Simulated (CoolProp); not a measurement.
Properties of R1234ze(Z) along the isotherm 166.85 °C.

Model: reference Helmholtz-energy equation of state, Akasaka 2019, in CoolProp.

| p (MPa) | phase | Z | cp (kJ/(kg K)) | cv (kJ/(kg K)) | expansivity (1/kK) | fugacity coefficient |
|---|---|---|---|---|---|---|
| 0.0167 | gas | 0.9985 | 1.067 | 0.9936 | 2.286 | 0.9985 |
| 0.0246 | gas | 0.9977 | 1.068 | 0.9937 | 2.292 | 0.9977 |
| 0.0361 | gas | 0.9967 | 1.068 | 0.9940 | 2.300 | 0.9967 |
| 0.053 | gas | 0.9951 | 1.069 | 0.9944 | 2.314 | 0.9951 |
| 0.0777 | gas | 0.9928 | 1.071 | 0.9951 | 2.333 | 0.9928 |
| 0.114 | gas | 0.9894 | 1.073 | 0.9960 | 2.362 | 0.9895 |
| 0.167 | gas | 0.9844 | 1.076 | 0.9973 | 2.405 | 0.9846 |
| 0.246 | gas | 0.9769 | 1.081 | 0.9993 | 2.471 | 0.9773 |
| 0.361 | gas | 0.9659 | 1.089 | 1.002 | 2.571 | 0.9668 |
| 0.53 | gas | 0.9495 | 1.101 | 1.007 | 2.729 | 0.9515 |
| 0.777 | gas | 0.9250 | 1.120 | 1.013 | 2.985 | 0.9292 |
| 1.14 | gas | 0.8876 | 1.153 | 1.023 | 3.426 | 0.8969 |
| 1.67 | gas | 0.8297 | 1.212 | 1.039 | 4.263 | 0.8505 |
| 2.46 | gas | 0.7337 | 1.348 | 1.065 | 6.270 | 0.7828 |
| 3.61 | supercritical | 0.5573 | 1.908 | 1.121 | 14.88 | 0.6861 |
| 5.3 | supercritical | 0.2685 | 2.878 | 1.156 | 22.79 | 0.5426 |
